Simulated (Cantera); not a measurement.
An isothermal, constant-pressure homogeneous reactor starts with 3.38 % H2, 96.6 % O2, at 1350 K and 16.5 Torr.

Cantera simulation using the H2/O2 subset of GRI-Mech 3.0, which has no nitrogen chemistry; the numbers are that mechanism's predictions, not measurements. Radical loss at walls, strong at low pressure, is not modelled. The temperature is held fixed by assumption; the heat of reaction is taken as removed at once.

x: mole fraction; the columns are a selection and need not sum to one.

```csv
t (s),x H2,x O2,x HO2,x O,x OH,x H2O2,x H2O
2.00e-6,0.0338,0.966,1.23e-9,8.15e-11,8.11e-11,<1e-12,1.17e-12
8.51e-6,0.0338,0.966,5.23e-9,1.27e-9,1.24e-9,<1e-12,7.92e-11
3.62e-5,0.0338,0.966,2.23e-8,1.51e-8,1.39e-8,5.84e-12,4.10e-9
0.000154,0.0338,0.966,9.48e-8,2.17e-7,1.76e-7,1.02e-10,1.93e-7
0.000654,0.0335,0.966,7.12e-7,0.000174,0.000137,2.02e-9,0.000224
0.00278,0.000403,0.938,2.54e-6,0.0254,0.00365,6.91e-8,0.0301
0.0118,0.000324,0.943,2.34e-6,0.0201,0.00329,6.66e-8,0.0310
0.0503,___,0.955,___,___,___,___,0.0326
0.214,___,0.964,___,___,___,___,0.0339
0.910,2.22e-6,0.965,1.03e-7,0.000128,0.000277,6.67e-9,0.0343
3.87,2.45e-7,0.966,3.16e-8,1.42e-5,9.20e-5,1.33e-9,0.0344
16.5,5.67e-8,0.966,3.96e-8,3.29e-6,4.43e-5,4.40e-10,0.0344
70.0,4.85e-8,0.966,4.19e-8,2.81e-6,4.10e-5,3.97e-10,0.0344
```

What belongs in the gaps?


- 0.0503, x H2: 0.000150
- 0.0503, x HO2: 1.68e-6
- 0.0503, x O: 0.00891
- 0.0503, x OH: 0.00225
- 0.0503, x H2O2: 5.47e-8
- 0.214, x H2: 2.44e-5
- 0.214, x HO2: 5.94e-7
- 0.214, x O: 0.00142
- 0.214, x OH: 0.000913
- 0.214, x H2O2: 2.63e-8
